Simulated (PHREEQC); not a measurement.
Alkaline etch or developer: an equilibrium model

Consider water at 35 °C with 0.25 mol/kgw TMAH, 0.0019 mol/kgw K2SiO3 and 0.0066 mol/kgw (CH3)4NCl. Closed to the air; pH follows from the charge balance.

Computed with PHREEQC (ion-association model, phreeqc.dat).

This is a speciation only: nothing precipitates in the calculation.

Task: Estimate the pH.

Result: pH 12.91.

Task: In which forms is Si present?

Result: H2SiO4-2 72 %, H3SiO4- 28 % of the Si.

(CH3)4N+ isn't in the database: it is added as a free cation with an ion size of 4 Å.
